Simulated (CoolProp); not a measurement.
Model: reference Helmholtz-energy equation of state, Jacobsen 1992, in CoolProp.

For R11, give the phase and the Prandtl number at 409.7 K and 101 kPa.


- 409.7 K and 101 kPa: gas; Prandtl number 0.703

Viscosity comes from a separate model (Klein 1997), an estimate that may be off by 10 % or more. Thermal conductivity comes from a separate model (McLinden 2000), an estimate that may be off by 10 % or more.
